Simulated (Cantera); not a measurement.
**Ignition delay**

Mixture: CH4 : C2H6 : O2 : N2 : H2O = 1 : 0.21 : 1.9 : 5.14 : 0.45 (molar parts), equivalence ratio 1.4, at 0.300 bar, adiabatic and at constant pressure. Ignition delay is the time to a rise of 400 K.

Computed with Cantera and GRI-Mech 3.0 (53 species, 325 reactions).

```tsv
T0 (K)	delay (ms)
1075	47.4
1125	18.2
1175	8.20
1225	4.27
1275	2.48
1325	1.53
1375	0.988
```

- apparent activation energy between 1275 and 1375 K = 130 kJ/mol
